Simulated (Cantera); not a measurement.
Feed: 1 mol AlN, 0.61 mol N2, equilibrated at 2623 K and 1.50 bar.

Equilibrium computed with Cantera from the NASA thermochemical tables; the gas is ideal and each condensed phase is pure. Candidate condensed phases: Al, AlN; 5 gas species. The numbers say what is thermodynamically allowed, not how fast it happens.

Base state: N2 0.909, Al 0.0911, Al2 0.000318 (mole fractions); condensed: AlN(s).

Task: What changes in the equilibrium state with this change: temperature from 2623 K to 2475 K?

Result: 
```json
[
 {"species": "N2", "before": "0.909", "after": "0.984"},
 {"species": "Al", "before": "0.0911", "after": "0.0158"},
 {"species": "Al2", "before": "0.000318", "after": "1.55e-5"},
 {"species": "AlN(s), mol", "before": "0.935", "after": "0.990"}
]
```
